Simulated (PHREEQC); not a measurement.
Brine: speciation

Consider water at 47 °C with 0.53 mol Na2SO4 per kg of water. Closed to the air; pH follows from the charge balance.

The numbers come from PHREEQC with the Pitzer model, pitzer.dat.

Each row changes one thing in this solution. No solid was allowed to form.

| case | HSO4- (mol/kgw) | SI of Thenardite (Na2SO4) | SI of Mirabilite (Na2SO4:10H2O) |
|---|---|---|---|
| as made | 9.05e-7 | -1.56 | -1.61 |
| Na2SO4 from 0.53 to 0.265 mol/kgw | 7.41e-7 | -2.16 | -2.16 |
| temperature from 47 to 65 °C | 2.03e-6 | ? | -2.07 |
| temperature from 47 to 85 °C | ? | -1.44 | ? |
| Na2SO4 from 0.53 to 0.106 mol/kgw | 5.34e-7 | ? | ? |

Fill in the missing entries.


- temperature from 47 to 65 °C, SI of Thenardite (Na2SO4): -1.50
- temperature from 47 to 85 °C, HSO4- (mol/kgw): 4.47e-6
- temperature from 47 to 85 °C, SI of Mirabilite (Na2SO4:10H2O): -2.40
- Na2SO4 from 0.53 to 0.106 mol/kgw, SI of Thenardite (Na2SO4): -3.00
- Na2SO4 from 0.53 to 0.106 mol/kgw, SI of Mirabilite (Na2SO4:10H2O): -2.98

Constants without temperature data keep their 25 °C values here.
